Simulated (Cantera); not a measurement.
A closed system holds: 1 mol SiO2, 0.76 mol BCl3, 2.4 mol O2, 0.56 mol F2, held at 4.10 mbar.

These are equilibrium values from Cantera (NASA tables, ideal gas, pure condensed phases), not measurements of a reactor. Candidate condensed phases: B, B2O3, Si, SiO2; 45 gas species. Mutual solubility and eutectic melting of coexisting phases are not modelled. The tables' values for BOCl are old estimates; treat these amounts as uncertain. The tables hold silica as quartz up to 1696 K and as liquid above; real silica turns to tridymite and cristobalite and melts near 1996 K. Condensed phases not in the tables: borates and borosilicate glass, alloys, solid solutions and most ternary compounds. Rates play no part. All values below are at 1223 K.

Base state: O2 0.550, Cl2 0.273, BF3 0.0713, Cl 0.0488, BOF 0.0471, B3O3F3 0.00946, SiF4 0.000591, ClO 8.73e-5 (mole fractions); condensed: B2O3(l) + SiO2(β-quartz).

Task: What changes in the equilibrium state with this change: 1.6 mol NH3 added?

Result: 
```json
[
 {"species": "HCl", "before": "0", "after": "0.344"},
 {"species": "O2", "before": "0.550", "after": "0.227"},
 {"species": "H2O", "before": "0", "after": "0.133"},
 {"species": "Cl2", "before": "0.273", "after": "0.00251"},
 {"species": "HF", "before": "0", "after": "0.128"},
 {"species": "N2", "before": "0", "after": "0.124"},
 {"species": "Cl", "before": "0.0488", "after": "0.00468"},
 {"species": "BF3", "before": "0.0713", "after": "0.00697"},
 {"species": "BOF", "before": "0.0471", "after": "0.0217"},
 {"species": "SiF4", "before": "0.000591", "after": "2.66e-5"},
 {"species": "HBO2", "before": "0", "after": "0.00653"},
 {"species": "NO", "before": "0", "after": "9.59e-5"},
 {"species": "B2O3(l), mol", "before": "0.0982", "after": "0.257"},
 {"species": "SiO2(β-quartz), mol", "before": "0.998", "after": "1.000"}
]
```
Gases not in the tables: H3BO3. Further candidate phases: BN, B3O3H3, H2O, NH4Cl, Si2N2O, Si3N4.

Task: What changes in the equilibrium state with this change: pressure from 4.10 mbar to 0.280 bar?

Result: 
```json
[
 {"species": "O2", "before": "0.550", "after": "0.580"},
 {"species": "Cl2", "before": "0.273", "after": "0.310"},
 {"species": "BF3", "before": "0.0713", "after": "0.0860"},
 {"species": "BOF", "before": "0.0471", "after": "0.00300"},
 {"species": "Cl", "before": "0.0488", "after": "0.00630"},
 {"species": "B3O3F3", "before": "0.00946", "after": "0.0114"},
 {"species": "SiF4", "before": "0.000591", "after": "0.00310"},
 {"species": "BOCl", "before": "1.76e-5", "after": "7.78e-7"},
 {"species": "BOF2", "before": "3.43e-5", "after": "2.77e-5"},
 {"species": "ClO", "before": "8.73e-5", "after": "9.56e-5"},
 {"species": "B2O3(l), mol", "before": "0.0982", "after": "0.156"},
 {"species": "SiO2(β-quartz), mol", "before": "0.998", "after": "0.989"}
]
```
